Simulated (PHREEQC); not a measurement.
# Reverse-osmosis permeate: an equilibrium model

A made-up water analysis in mg/kgw, 15 °C, pH 5.83, pe 0.2:

```json
[
 {"constituent": "Na", "mg/kgw": "13"},
 {"constituent": "K", "mg/kgw": "0.78"},
 {"constituent": "Ca", "mg/kgw": "3.57"},
 {"constituent": "Mg", "mg/kgw": "1.33"},
 {"constituent": "Cl", "mg/kgw": "3.54"},
 {"constituent": "S(6) as SO4", "mg/kgw": "9.18"},
 {"constituent": "Alkalinity as HCO3", "mg/kgw": "34.2"},
 {"constituent": "F", "mg/kgw": "0.151"},
 {"constituent": "Br", "mg/kgw": "0.653"},
 {"constituent": "Zn", "mg/kgw": "0.00603"}
]
```

Valence states are taken as typed.

Model: ion-association model, phreeqc.dat, run in PHREEQC.

- ionic strength: 0.00110 mol/kgw
- charge-balance error: 0.3 %

```tsv
species	molality	activity	log γ
CO2	0.00210	0.00210	0.000
Na+	0.000565	0.000545	-0.016
HCO3-	0.000561	0.000541	-0.016
Cl-	9.99e-5	9.62e-5	-0.016
SO4-2	9.36e-5	8.10e-5	-0.063
Ca+2	8.76e-5	7.58e-5	-0.063
Mg+2	5.37e-5	4.65e-5	-0.063
K+	1.99e-5	1.92e-5	-0.016
Br-	8.17e-6	7.87e-6	-0.016
F-	7.91e-6	7.62e-6	-0.016
H+	1.53e-6	1.48e-6	-0.015
CaSO4	1.01e-6	1.01e-6	0.000
MgSO4	6.76e-7	6.76e-7	0.000
```

Precipitation was switched off in this run.
